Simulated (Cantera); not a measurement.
A closed system holds: 1 mol B, 1.3 mol H₂, 190 mol N₂, held at 22.0 Pa.

Method: chemical equilibrium by Gibbs-energy minimisation in Cantera with the NASA 1993 tables (ideal gas, pure condensed phases). Candidate condensed phases: B, BN; 15 gas species. The numbers say what is thermodynamically allowed, not how fast it happens.

x: gas mole fraction; n: condensed amount in mol.

```csv
T (°C),x N₂,x H,x B,x H₂,x BN,x N,n B(s)
1850,0.984,0.0100,0.00416,0.00172,4.95e-5,3.21e-7,0.186
1875,0.983,0.0106,0.00511,0.00142,5.74e-5,4.41e-7,0
1900,0.983,0.0111,0.00511,0.00117,5.43e-5,6.01e-7,0
1925,0.982,0.0115,0.00512,0.000946,5.14e-5,8.13e-7,0
1950,0.982,0.0119,0.00512,0.000761,4.87e-5,1.09e-6,0
1975,0.982,0.0122,0.00512,0.000609,4.63e-5,1.46e-6,0
2000,0.982,0.0125,0.00512,0.000484,4.40e-5,1.94e-6,0
2025,0.982,0.0127,0.00512,0.000385,4.18e-5,2.55e-6,0
2050,0.982,0.0128,0.00513,0.000305,3.98e-5,3.35e-6,0
2075,0.982,0.0129,0.00513,0.000242,3.80e-5,4.36e-6,0
2100,0.982,0.0130,0.00513,…,3.62e-5,…,0
2125,0.982,0.0131,0.00513,0.000153,3.46e-5,7.29e-6,0
2150,0.982,0.0132,0.00513,…,3.31e-5,…,0
2175,0.981,0.0132,0.00513,9.73e-5,3.17e-5,1.19e-5,0
```

Q: Complete the blanks.

A: 
- 2100, x H₂: 0.000192
- 2100, x N: 5.66e-6
- 2150, x H₂: 0.000122
- 2150, x N: 9.35e-6
